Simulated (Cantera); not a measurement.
Standard-state values (1 bar) from the NASA 1993 polynomials, evaluated with Cantera. Values are per mole of reaction as written; species without (g) are pure solids or liquids, kept so even where they would boil at 1 bar.

a) C + O2(g) ⇌ CO2(g)
b) 4 Li + O2(g) ⇌ 2 Li2O
c) 0.6667 Cr + O2(g) ⇌ 0.6667 CrO3(g)
d) 1.2 Ti + O2(g) ⇌ 0.4 Ti3O5
e) 1.333 B + O2(g) ⇌ 0.6667 B2O3(g)

Order these by ΔG° at 1975 K, most negative first.

b (-683 kJ), d (-643 kJ), e (-505 kJ), a (-396 kJ), c (-101 kJ)
